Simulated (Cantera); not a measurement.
## Low-pressure radical oxidation in H2/O2

A perfectly stirred reactor is fed with H2 : O2 = 0.035 : 1 (molar parts), at 2670 Pa; it is held at 1275 K, and followed from long to short residence time.

Computed with Cantera and GRI-Mech 3.0 (53 species, 325 reactions). Radical loss at walls, strong at low pressure, is not modelled. The temperature is held fixed by assumption; the heat of reaction is taken as removed at once.

| τ (s) | x H2 | x O2 | x OH | x H2O2 | x H | x HO2 | x O |
|---|---|---|---|---|---|---|---|
| 7.9 | 1.93e-5 | 0.965 | 0.000411 | 2.84e-8 | 7.53e-6 | 4.59e-7 | 0.000414 |
| 1.4 | 5.55e-5 | 0.964 | 0.000726 | 4.91e-8 | 4.15e-5 | 9.91e-7 | 0.00129 |
| 0.24 | 0.000157 | 0.961 | 0.00127 | 7.56e-8 | 0.000220 | 1.88e-6 | 0.00388 |
| 0.042 | 0.000423 | 0.954 | 0.00210 | 1.02e-7 | 0.000930 | 2.98e-6 | 0.00987 |
| 0.0073 | 0.00119 | 0.946 | 0.00313 | 1.34e-7 | 0.00252 | 3.95e-6 | 0.0175 |
| 0.0013 | 0.00403 | 0.943 | 0.00442 | 2.04e-7 | 0.00405 | 4.64e-6 | 0.0188 |
| 0.00022 | 0.0160 | 0.952 | 0.00469 | 2.38e-7 | 0.00321 | 4.41e-6 | 0.0104 |
x: mole fraction; the columns are a selection and need not sum to one.
